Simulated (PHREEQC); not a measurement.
Dissolve 35 mmol/kgw AlCl3 and 0.34 mmol/kgw MnSO4 at 25 °C. It is in equilibrium with CO2 at log p = 0 (atm). Otherwise closed; pH follows from the charge balance.

The numbers come from PHREEQC with the ion-association model, phreeqc.dat.

Precipitation was switched off in this run.

Q: Predict the pH, specific conductance.

A: pH 3.44; specific conductance 9570 µS/cm.

Q: In which forms is S present?

A: AlSO4+ 84 %, SO4-2 15 % of the S.
